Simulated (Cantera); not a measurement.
A perfectly stirred reactor is fed with CH₄ : C₂H₆ : C₃H₈ : O₂ : N₂ = 1 : 0.79 : 0.057 : 7.89 : 29.7 (molar parts), equivalence ratio 0.64, at 1.01 bar; it is adiabatic with a 550 K inlet, and is followed from long to short residence time, starting on the burning branch (τ in s: 0.2, 0.091, 0.041, 0.018, 0.0081, 0.0036, 0.0016, 0.00072, 0.00032, 0.00014, 6.4e-05).

Model: GRI-Mech 3.0 (53 species, 325 reactions), integrated in Cantera.

Question: What does this change do: inlet temperature 550 to 350 K?

Answer: 
| quantity | before | after |
|---|---|---|
| blow-out, bracketed by the residence times tried | burning at 0.140 ms, out at 64.0 µs | burning at 0.320 ms, out at 0.140 ms |
| x(CH₄) at τ = 0.200 s | 1.48e-6 | 2.56e-6 |
| x(C₂H₆) at τ = 0.200 s | 2.03e-7 | 4.38e-7 |
| x(C₃H₈) at τ = 0.200 s | 1.42e-8 | 3.01e-8 |
| x(HO₂) at τ = 0.200 s | 1.29e-6 | 1.16e-6 |
| x(NO₂) at τ = 0.200 s | 1.73e-7 | 4.49e-8 |
| x(CH₄) at τ = 3.60 ms | 2.19e-5 | 3.52e-5 |
| x(C₂H₆) at τ = 3.60 ms | 4.25e-6 | 7.04e-6 |
| x(C₃H₈) at τ = 3.60 ms | 2.98e-7 | 5.00e-7 |
| x(HO₂) at τ = 3.60 ms | 6.64e-6 | 1.00e-5 |
| x(NO₂) at τ = 3.60 ms | 2.14e-8 | 1.07e-8 |
